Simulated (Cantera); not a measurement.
Feed: 1 mol C₃H₆, 3.9 mol H₂O, at 1625 K and 0.100 bar.

Method: chemical equilibrium by Gibbs-energy minimisation in Cantera with the NASA 1993 tables (ideal gas, pure condensed phases). Candidate condensed phases: C, C₆H₆, C₇H₈, C₈H₁₈, H₂O; 110 gas species. Equilibrium is a limit: real reactors are often held back by kinetics, nucleation or transport.

What is the equilibrium state?


```json
{
 "x(H₂)": "0.618",
 "x(CO)": "0.291",
 "x(H₂O)": "0.0789",
 "x(CO₂)": "0.0120",
 "x(H)": "0.000175",
 "gas_amount": "9.901 mol",
 "log10 activity of C(graphite) (absent)": "-3.77"
}
```
